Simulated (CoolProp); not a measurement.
m-xylene at 615 K and 2.36 MPa is throttled through a valve to 0.319 MPa with no heat exchange. Each further row changes one setting.

The numbers come from the reference Helmholtz-energy equation of state, Zhou 2012 in CoolProp.

```
case                        temperature change (K)  final density (kg/m³)
--------------------------  ----------------------  ---------------------
as stated                                      [?]                   7.13
outlet pressure 0.0957 MPa                     [?]                    [?]
outlet pressure 0.415 MPa                    -20.4                    [?]
```

Task: Fill in the missing entries.

Result: 
- as stated, temperature change (K): -21.2
- outlet pressure 0.0957 MPa, temperature change (K): -23.1
- outlet pressure 0.0957 MPa, final density (kg/m³): 2.09
- outlet pressure 0.415 MPa, final density (kg/m³): 9.38
